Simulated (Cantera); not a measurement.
Cantera run:

```python
import numpy as np
import cantera as ct

gas_names = """
    B BH BH2 BH3 BN B2 H H2 N NH NH2 NH3 N2 N2H2 N2H4
""".split()
cond_names = """
    B(b) B(L) BN(s)
""".split()


def load(file, names, dense=False):
    # The tables refer to 1 bar. Condensed volumes are neglected.
    table = {s.name: s for s in ct.Species.list_from_file(file)}
    out = []
    for n in names:
        d = dict(table[n].input_data)
        d["thermo"] = dict(d["thermo"], **{"reference-pressure": 1e5})
        if dense:
            d["equation-of-state"] = {"model": "constant-volume", "density": "1e6 g/cm^3"}
        out.append(ct.Species.from_dict(d))
    return out


gas = ct.Solution(thermo="ideal-gas", species=load("nasa_gas.yaml", gas_names))
cond = {s.name: ct.Solution(thermo="fixed-stoichiometry", species=[s], name=s.name)
        for s in load("nasa_condensed.yaml", cond_names, dense=True)}
atoms = {
    'B2H6': {'B': 2, 'H': 6},
    'N2': {'N': 2},
}
top_T = {'BN(s)': 3200}  # K; cautious upper limits of use, not melting points


def equilibrate(T, P, feed):
    n = {}
    for name, mol in feed.items():
        for a, k in atoms[name].items():
            n[a] = n.get(a, 0.0) + k * mol
    gas.TPX = T, P, n
    mass = sum(n.values()) * gas.mean_molecular_weight
    gas.equilibrate("TP")
    valid = [c for c in cond.values() if c.min_temp <= T <= top_T.get(c.name, c.max_temp)]
    mix = ct.Mixture([(gas, mass / gas.mean_molecular_weight)] + [(c, 0.0) for c in valid])
    mix.T, mix.P = T, P
    mix.equilibrate("TP", solver="vcs", rtol=1e-11, max_steps=5000)
    return mix


results = []
feed = {'B2H6': 1, 'N2': 0.61}  # mol
P = 520  # Pa
for T in [1423, 1523, 1623, 1723, 1823, 1923, 2023, 2123, 2223, 2323, 2423]:
    mix = equilibrate(T, P, feed)
    results.append((T, P, feed, dict(zip(mix.species_names, mix.species_moles))))
    x = sorted(zip(gas.X, gas.species_names), reverse=True)
    print(f"T = {T:g} K  P = {P:g} Pa  gas = {mix.phase_moles(0):.4g} mol")
    print("   x: " + "  ".join(f"{s} {v:.3e}" for v, s in x if v > 0.001))
    print("   condensed (mol): " + ("  ".join(f"{mix.phase(i).name} {mix.phase_moles(i):.4g}"
          for i in range(1, mix.n_phases) if mix.phase_moles(i) > 1e-12) or "none"))
```

Output:

```
T = 1423 K  P = 520 Pa  gas = 3 mol
   x: H2 9.999e-01
   condensed (mol): B(b) 0.78  BN(s) 1.22
T = 1523 K  P = 520 Pa  gas = 3 mol
   x: H2 9.997e-01
   condensed (mol): B(b) 0.78  BN(s) 1.22
T = 1623 K  P = 520 Pa  gas = 3.002 mol
   x: H2 9.990e-01
   condensed (mol): B(b) 0.78  BN(s) 1.22
T = 1723 K  P = 520 Pa  gas = 3.004 mol
   x: H2 9.972e-01  H 2.525e-03
   condensed (mol): B(b) 0.7809  BN(s) 1.219
T = 1823 K  P = 520 Pa  gas = 3.013 mol
   x: H2 9.926e-01  H 5.986e-03  N2 1.244e-03
   condensed (mol): B(b) 0.787  BN(s) 1.213
T = 1923 K  P = 520 Pa  gas = 3.04 mol
   x: H2 9.799e-01  H 1.293e-02  N2 6.847e-03
   condensed (mol): B(b) 0.8207  BN(s) 1.178
T = 2023 K  P = 520 Pa  gas = 3.14 mol
   x: H2 9.421e-01  N2 3.178e-02  H 2.556e-02
   condensed (mol): B(b) 0.9779  BN(s) 1.02
T = 2123 K  P = 520 Pa  gas = 3.531 mol
   x: H2 8.263e-01  N2 1.275e-01  H 4.522e-02
   condensed (mol): B(b) 1.677  BN(s) 0.3196
T = 2223 K  P = 520 Pa  gas = 3.758 mol
   x: H2 7.584e-01  N2 1.623e-01  H 7.736e-02  BH2 1.119e-03
   condensed (mol): B(b) 1.993
T = 2323 K  P = 520 Pa  gas = 3.866 mol
   x: H2 7.106e-01  N2 1.577e-01  H 1.273e-01  B 2.594e-03  BH2 1.630e-03
   condensed (mol): B(b) 1.983
T = 2423 K  P = 520 Pa  gas = 4.04 mol
   x: H2 6.419e-01  H 1.970e-01  N2 1.509e-01  B 7.775e-03  BH2 2.039e-03
   condensed (mol): B(L) 1.959
```

Method: chemical equilibrium by Gibbs-energy minimisation in Cantera with the NASA 1993 tables (ideal gas, pure condensed phases). The feed counts by its element totals alone. N2 is the only nitrogen source here; it is nearly inert below about 1500 K, so the nitride shown seldom forms there in practice. Mutual solubility and eutectic melting of coexisting phases are not modelled. The tables' values for BH2 are old estimates; treat these amounts as uncertain.
